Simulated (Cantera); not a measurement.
Feed: 1 mol SiO2, 4.5 mol BCl3, 1.1 mol O2, equilibrated at 0.000440 bar.

Method: chemical equilibrium by Gibbs-energy minimisation in Cantera with the NASA 1993 tables (ideal gas, pure condensed phases). Candidate condensed phases: B, B2O3, Si, SiO2; 27 gas species. The tables' values for BOCl are old estimates; treat these amounts as uncertain. Condensed phases not in the tables: borates and borosilicate glass, alloys, solid solutions and most ternary compounds. Kinetics and transport are ignored. All values below are at 727 °C.

Base state: Cl2 0.422, BCl3 0.407, B3O3Cl3 0.0850, SiCl4 0.0739, Cl 0.0120, BOCl 4.55e-5 (mole fractions); condensed: B2O3(l) + SiO2(β-quartz).

Task: What changes in the equilibrium state with this change: pressure from 0.000440 bar to 0.0133 bar?

Result: 
```json
[
 {"species": "Cl2", "before": "0.422", "after": "0.442"},
 {"species": "BCl3", "before": "0.407", "after": "0.321"},
 {"species": "SiCl4", "before": "0.0739", "after": "0.168"},
 {"species": "Cl", "before": "0.0120", "after": "0.00224"},
 {"species": "B3O3Cl3", "before": "0.0850", "after": "0.0670"},
 {"species": "BOCl", "before": "4.55e-5", "after": "4.32e-6"},
 {"species": "B2O3(l), mol", "before": "0.549", "after": "0.956"},
 {"species": "SiO2(β-quartz), mol", "before": "0.620", "after": "0.168"}
]
```
